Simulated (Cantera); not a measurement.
# Equilibrium for iron carbonyl, mercury and lead vapours: Fe(CO)5 + H2

Input: 1 mol Fe(CO)5, 83 mol H2, at 1200 °C and 72.0 Torr.

These are equilibrium values from Cantera (NASA tables, ideal gas, pure condensed phases), not measurements of a reactor. Candidate condensed phases: C, C6H6, C7H8, C8H18, Fe, Fe(CO)5, FeO, Fe(OH)2, Fe(OH)3, Fe2O3, Fe3O4, H2O; 114 gas species. Equilibrium is a limit: real reactors are often held back by kinetics, nucleation or transport.

- x(H2) = 0.943
- x(CO) = 0.0568
- x(CH4) = 5.22e-5
- x(H2O) = 5.16e-5
- x(H) = 3.97e-5
- x(CO2) = 1.25e-6
- n(Fe(γ)) = 1.000 mol
- gas amount = 87.99 mol
- log10 activity of C(graphite) (absent) = -0.68
- log10 activity of Fe(OH)2(s) (absent) = -14.72
- log10 activity of Fe(OH)3(s) (absent) = -24.37
